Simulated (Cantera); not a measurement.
Feed: 1 mol c-C₄F₈, 0.082 mol CH₄, held at 2675 °C and 0.0203 Torr.

Equilibrium computed with Cantera from the NASA thermochemical tables; the gas is ideal and each condensed phase is pure. Candidate condensed phases: C, C₆H₆, C₇H₈, C₈H₁₈; 95 gas species. The feed counts by its element totals alone. Kinetics and transport are ignored.

### Question
What is the equilibrium state?

### Answer
| Property | Value |
|---|---|
| x(F) | 0.699 |
| x(C) | 0.201 |
| x(C₃) | 0.0366 |
| x(H) | 0.0248 |
| x(C₂) | 0.0208 |
| x(CF) | 0.0128 |
| x(HF) | 0.00461 |
| x(C₄) | 1.89e-5 |
| x(CF₂) | 1.84e-5 |
| gas amount | 11.16 mol |
| log10 activity of C(graphite) (absent) | -0.75 |
